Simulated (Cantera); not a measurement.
A closed system holds: 1 mol C₂F₆, 0.075 mol CH₄, 0.38 mol H₂, held at 1225 °C and 9.00 Torr.

Method: chemical equilibrium by Gibbs-energy minimisation in Cantera with the NASA 1993 tables (ideal gas, pure condensed phases). Candidate condensed phases: C, C₆H₆, C₇H₈, C₈H₁₈; 95 gas species. The feed counts by its element totals alone. Gases not in the tables: C₂F₆ and larger saturated fluorocarbons. Rates play no part.

Base state: CF₄ 0.538, HF 0.462, CF₂ 0.000278, CF₃ 5.82e-5, F 4.52e-5 (mole fractions); condensed: C(graphite).

Problem. What changes in the equilibrium state with this change: temperature from 1225 °C to 2877 °C?

Solution. 
```csv
species,before,after
F,4.52e-5,0.658
HF,0.462,0.153
CF,7.32e-9,0.0824
CF₄,0.538,1.26e-7
C₃,<1e-9,0.0621
C,<1e-9,0.0132
CF₂,0.000278,0.0125
C₂,<1e-9,0.00807
H,6.85e-9,0.00931
C₅,<1e-9,0.00114
C₄,<1e-9,0.000255
C₂H,<1e-9,0.000120
"C(graphite), mol",0.840,0
```
